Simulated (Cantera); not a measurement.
A closed system holds: 1 mol Al₂O₃, 6.7 mol HCl, 11 mol H₂, equilibrated at 79000 Pa.

Method: chemical equilibrium by Gibbs-energy minimisation in Cantera with the NASA 1993 tables (ideal gas, pure condensed phases). Candidate condensed phases: Al, AlCl₃, Al₂O₃, H₂O; 29 gas species. Kinetics and transport are ignored. All values below are at 1298 K.

Base state: H₂ 0.622, HCl 0.377, H₂O 0.000887, AlCl₃ 0.000591 (mole fractions); condensed: Al₂O₃(s).

### Question
What changes in the equilibrium state with this change: Al₂O₃ replaced by Fe₂O₃?

### Answer
```tsv
species	before	after
H₂	0.622	0.516
HCl	0.377	0.254
H₂O	0.000887	0.169
FeCl₂	0	0.0611
AlCl₃	0.000591	0
Fe₂Cl₄	0	0.000668
FeCl₃	0	1.90e-5
Al₂O₃(s), mol	0.995	0
Fe(γ), mol	0	0.876
FeO(s), mol	0	0.0185
```
Mutual solubility and eutectic melting of coexisting phases are not modelled. The tables' stoichiometric FeO is somewhat more stable than real wüstite, so its field is too wide. FeO: taken at fixed stoichiometry. Further candidate phases: Fe, FeCl₂, FeCl₃, FeO, Fe(OH)₂, Fe(OH)₃, Fe₂O₃, Fe₃O₄.
